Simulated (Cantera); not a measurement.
Cantera with NASA thermochemical tables; ideal gases at 1 bar, condensed phases pure. Values are per mole of reaction as written; species without (g) are pure solids or liquids, kept so even where they would boil at 1 bar.

Problem. Between 1823 and 2023 K, where is each reaction favourable under standard conditions?
- 3 N₂(g) + 4 O₃(g) ⇌ 6 NO₂(g)
- 4 O(g) + N₂(g) ⇌ 2 NO₂(g)
- 3 N₂O(g) ⇌ O₃(g) + 6 N(g)

Solution. 
- 3 N₂(g) + 4 O₃(g) ⇌ 6 NO₂(g): ΔG° is -175 kJ at 1823 K and -153 kJ at 2023 K; it stays negative (K > 1). ΔH° is -379 kJ and ΔS° -112 J/K at 2023 K.
- 4 O(g) + N₂(g) ⇌ 2 NO₂(g): ΔG° is -238 kJ at 1823 K and -160 kJ at 2023 K; it stays negative (K > 1). ΔH° is -950 kJ and ΔS° -391 J/K at 2023 K.
- 3 N₂O(g) ⇌ O₃(g) + 6 N(g): ΔG° is 1771 kJ at 1823 K and 1662 kJ at 2023 K; it stays positive (K < 1). ΔH° is 2762 kJ and ΔS° 544 J/K at 2023 K.
